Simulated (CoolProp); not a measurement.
A Linde-Hampson liquefier for ethane: isothermal reversible compression at 320 K from 1 atm to 25 MPa, throttling to 1 atm, return gas leaving the recuperator 5 K below the feed. Each further row changes one setting.

Model: reference Helmholtz-energy equation of state, Bücker 2006, in CoolProp.

| case | liquid yield per pass | compression work (kJ/kg of gas) |
|---|---|---|
| as stated | [?] | 378 |
| high pressure 50 MPa | [?] | 436 |
| warm-end temperature 350 K | [?] | 443 |
| warm-end gap 10 K | 0.453 | 378 |

Q: What belongs in the gaps?

A: 
- as stated, liquid yield per pass: 0.460
- high pressure 50 MPa, liquid yield per pass: 0.444
- warm-end temperature 350 K, liquid yield per pass: 0.382
